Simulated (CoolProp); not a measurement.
Vapour-liquid equilibrium of trans-2-butene (1) + acetone (2) at 58.55 °C; x and y are mole fractions of (1).

The numbers come from the multi-fluid Helmholtz-energy mixture model, Lemmon 2005 and Lemmon 2006; pair parameters Bell 2016 in CoolProp.

```json
[
 {"x": "0.05", "bubble pressure, mixture model (MPa)": "0.1717", "bubble pressure, Raoult's law (MPa)": "0.1347", "y, mixture model": "0.374", "y, Raoult's law": "0.223"},
 {"x": "0.15", "bubble pressure, mixture model (MPa)": "0.2756", "bubble pressure, Raoult's law (MPa)": "0.1838", "y, mixture model": "0.634", "y, Raoult's law": "0.490"},
 {"x": "0.25", "bubble pressure, mixture model (MPa)": "0.3542", "bubble pressure, Raoult's law (MPa)": "0.2329", "y, mixture model": "0.733", "y, Raoult's law": "0.645"},
 {"x": "0.35", "bubble pressure, mixture model (MPa)": "0.4117", "bubble pressure, Raoult's law (MPa)": "0.2819", "y, mixture model": "0.785", "y, Raoult's law": "0.746"},
 {"x": "0.45", "bubble pressure, mixture model (MPa)": "0.4537", "bubble pressure, Raoult's law (MPa)": "0.3310", "y, mixture model": "0.818", "y, Raoult's law": "0.817"},
 {"x": "0.55", "bubble pressure, mixture model (MPa)": "0.4859", "bubble pressure, Raoult's law (MPa)": "0.3801", "y, mixture model": "0.843", "y, Raoult's law": "0.870"},
 {"x": "0.65", "bubble pressure, mixture model (MPa)": "0.5131", "bubble pressure, Raoult's law (MPa)": "0.4291", "y, mixture model": "0.866", "y, Raoult's law": "0.910"},
 {"x": "0.75", "bubble pressure, mixture model (MPa)": "0.5386", "bubble pressure, Raoult's law (MPa)": "0.4782", "y, mixture model": "0.891", "y, Raoult's law": "0.942"},
 {"x": "0.85", "bubble pressure, mixture model (MPa)": "0.5641", "bubble pressure, Raoult's law (MPa)": "0.5273", "y, mixture model": "0.923", "y, Raoult's law": "0.969"},
 {"x": "0.95", "bubble pressure, mixture model (MPa)": "0.5893", "bubble pressure, Raoult's law (MPa)": "0.5763", "y, mixture model": "0.969", "y, Raoult's law": "0.990"}
]
```

The largest gap from Raoult's law is +52.1 % in bubble pressure, at x = 0.25. No azeotrope shows between x = 0.05 and 0.95.

The pair parameters rest on a limited set of measurements; away from them the model extrapolates. With so large a gap from Raoult's law the liquid may split in two, which this calculation doesn't test in full.
